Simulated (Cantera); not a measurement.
Mixture: CH4 : CO : O2 : N2 = 1 : 0.14 : 3.09 : 11.6 (molar parts), equivalence ratio 0.67, at 0.350 bar, adiabatic and at constant pressure. Ignition delay is the time to a rise of 400 K.

Model: GRI-Mech 3.0 (53 species, 325 reactions), integrated in Cantera.

What does this change do: 1.4 parts CO2 added?


| quantity | before | after |
|---|---|---|
| delay at 1200 K | 87.7 ms | 0.101 s |
| delay at 1300 K | 21.1 ms | 24.2 ms |
| delay at 1400 K | 6.28 ms | 7.13 ms |
| delay at 1500 K | 2.34 ms | 2.61 ms |
| delay at 1600 K | 1.04 ms | 1.15 ms |
| delay at 1700 K | 0.526 ms | 0.574 ms |
| delay at 1800 K | 0.290 ms | 0.315 ms |
| apparent activation energy between 1600 and 1800 K | 150 kJ/mol | 150 kJ/mol |
